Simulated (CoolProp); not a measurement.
Saturation properties of tetrahydrofuran (Tc = 540.2 K, pc = 5.304 MPa, ω = 0.234).

Model: reference Helmholtz-energy equation of state, Fiedler 2023, in CoolProp.

```tsv
T (K)	p (MPa)	vapour density (kg/m³)	enthalpy of vaporisation (kJ/kg)	liquid cp (kJ/(kg K))
411.1	0.6601	15.67	355.3	2.218
416.2	0.7335	17.37	350.2	2.245
421.2	0.8113	19.18	345.0	2.272
426.3	0.8967	21.18	339.6	2.301
431.4	0.9887	23.36	334.0	2.331
436.4	1.086	25.67	328.3	2.361
441.5	1.191	28.23	322.3	2.394
446.6	1.305	31.00	316.1	2.428
451.6	1.423	33.96	309.8	2.463
456.7	1.552	37.23	303.1	2.501
461.8	1.690	40.79	296.2	2.542
466.8	1.834	44.60	289.0	2.586
471.9	1.990	48.84	281.4	2.634
477	2.155	53.50	273.3	2.688
482	2.327	58.52	265.0	2.747
```

It boils at 339.1 K under 1 atm.
